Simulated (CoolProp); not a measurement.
n-perfluorohexane along the isobar 0.659 MPa: fugacity coefficient from the reference equation and from simpler models built on Tc = 448.0 K, pc = 1.742 MPa, ω = 0.497; each cubic takes its own stable root.

Values from CoolProp's reference Helmholtz-energy equation of state, Gao 2022.

| T (K) | phase | reference |
|---|---|---|
| 206.8 | liquid | 7.848e-5 |
| 229.2 | liquid | 0.0006871 |
| 251.6 | liquid | 0.003742 |
| 274 | liquid | 0.01438 |
| 296.3 | liquid | 0.04232 |
| 318.7 | liquid | 0.1022 |
| 341.1 | liquid | 0.2106 |
| 363.5 | liquid | 0.3817 |
| 385.9 | liquid | 0.6231 |
| 408.3 | gas | 0.8175 |

### Question
How far does each simpler model (van der Waals, Redlich-Kwong, Peng-Robinson) lie from the reference over these 10 states: mean and median of the absolute difference, and the worst?

### Answer
- van der Waals: mean 7871.7 %, median 587.1 %, worst +58271.6 % at 206.8 K and 0.659 MPa
- Redlich-Kwong: mean 517.8 %, median 189.5 %, worst +2431.9 % at 206.8 K and 0.659 MPa
- Peng-Robinson: mean 6.8 %, median 1.5 %, worst +32.5 % at 206.8 K and 0.659 MPa

At some of these states van der Waals, Redlich-Kwong gives the other phase, because its saturation line lies elsewhere.
